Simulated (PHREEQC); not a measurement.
Make-up at 85 °C: 0.29 mol/kgw CuCl2, 0.000188 mol/kgw HCl and 0.00057 mol/kgw Na2SO4. Closed to the air; pH follows from the charge balance.

Model: ion-association model, phreeqc.dat, run in PHREEQC.

Task: The ionic strength comes out as 0.427 mol/kgw. What activity coefficients do CuCl+, HSO4-, SO4-2, Cu+2, CuCl3- get?

Result: CuCl+ 0.63, HSO4- 0.70, SO4-2 0.18, Cu+2 0.22, CuCl3- 0.63.

Precipitation was switched off in this run. Away from 25 °C the constants follow the database's enthalpies or fits; those with neither stay at their 25 °C values.
